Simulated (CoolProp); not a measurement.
n-pentane along the isobar 4.04 bar: density (kg/m³) from the reference equation and from simpler models built on Tc = 196.5 °C, pc = 33.68 bar, ω = 0.251; each cubic takes its own stable root.

Computed with CoolProp (reference Helmholtz-energy equation of state, Thol 2019).

| T (°C) | phase | reference |
|---|---|---|
| 70.15 | liquid | 573.5 |
| 107.95 | gas | 10.11 |
| 145.85 | gas | 8.935 |
| 183.65 | gas | 8.050 |
| 221.45 | gas | 7.347 |
| 259.35 | gas | 6.766 |
| 297.15 | gas | 6.279 |
| 334.95 | gas | 5.862 |

Problem. How far does each simpler model (van der Waals, Soave-Redlich-Kwong, Peng-Robinson) lie from the reference over these 8 states: mean and median of the absolute difference, and the worst?

Solution. 
- van der Waals: mean 13.0 %, median 0.5 %, worst -98.1 % at 70.15 °C and 4.04 bar
- Soave-Redlich-Kwong: mean 1.3 %, median 0.1 %, worst -9.5 % at 70.15 °C and 4.04 bar
- Peng-Robinson: mean 0.6 %, median 0.4 %, worst +2.5 % at 70.15 °C and 4.04 bar

At some of these states van der Waals gives the other phase, because its saturation line lies elsewhere.
